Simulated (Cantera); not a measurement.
Input: 1 mol SiC, 0.12 mol H2O, 950 mol N2, at 2.40 Pa.

Equilibrium computed with Cantera from the NASA thermochemical tables; the gas is ideal and each condensed phase is pure. Candidate condensed phases: C, C6H6, C7H8, C8H18, H2O, Si, SiC, SiO2, Si2N2O, Si3N4; 151 gas species. Equilibrium is a limit: real reactors are often held back by kinetics, nucleation or transport. All values below are at 1798 K.

Base state: N2 0.999, Si 0.00103, H 0.000215, CO 0.000126, HCN 1.82e-5, SiC2 1.48e-5 (mole fractions); condensed: C(graphite).

Question: What changes in the equilibrium state with this change: N2 from 950 to 1.2 mol?

Answer: 
| species | before | after |
|---|---|---|
| N2 | 0.999 | 0.801 |
| H2 | 8.98e-6 | 0.0705 |
| CO | 0.000126 | 0.0544 |
| SiO | 2.33e-7 | 0.0257 |
| H | 0.000215 | 0.0191 |
| Si | 0.00103 | 0.0284 |
| SiH | 1.73e-8 | 4.23e-5 |
| Si2 | 4.92e-8 | 3.76e-5 |
| Si2N | 2.88e-8 | 1.97e-5 |
| C(graphite), mol | 0.824 | 0 |
| SiC(s), mol | 0 | 0.918 |
The tables' values for SiN are old estimates; treat these amounts as uncertain.
